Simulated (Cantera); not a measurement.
Feed: 1 mol Si₃H₈, 2.2 mol HCl, 33 mol H₂, held at 2.20 mbar.

Equilibrium computed with Cantera from the NASA thermochemical tables; the gas is ideal and each condensed phase is pure. Candidate condensed phases: Si; 19 gas species. The feed counts by its element totals alone. The tables' values for SiCl₃, SiCl are old estimates; treat these amounts as uncertain. Gases not in the tables: Si₂H₆ and higher silanes. Kinetics and transport are ignored.

x: gas mole fraction; n: condensed amount in mol.

```csv
T (K),x H₂,x HCl,x SiCl₂,x H,n Si(s)
1073,0.956,0.0376,0.00287,(withheld),2.75
1148,0.951,0.0434,0.00434,(withheld),2.78
1223,0.950,0.0446,0.00510,(withheld),2.78
1298,0.950,0.0445,0.00555,(withheld),2.78
1373,0.950,0.0441,0.00588,(withheld),2.77
1448,0.950,0.0436,0.00617,(withheld),2.76
1523,0.950,0.0432,0.00641,(withheld),2.75
1598,0.949,0.0427,0.00662,(withheld),2.74
1673,0.948,0.0423,0.00679,(withheld),2.72
```

**Question.** Fill in the missing entries.

**Answer.** 
- 1073, x H: 2.92e-7
- 1148, x H: 1.49e-6
- 1223, x H: 6.25e-6
- 1298, x H: 2.23e-5
- 1373, x H: 6.92e-5
- 1448, x H: 0.000192
- 1523, x H: 0.000480
- 1598, x H: 0.00111
- 1673, x H: 0.00236
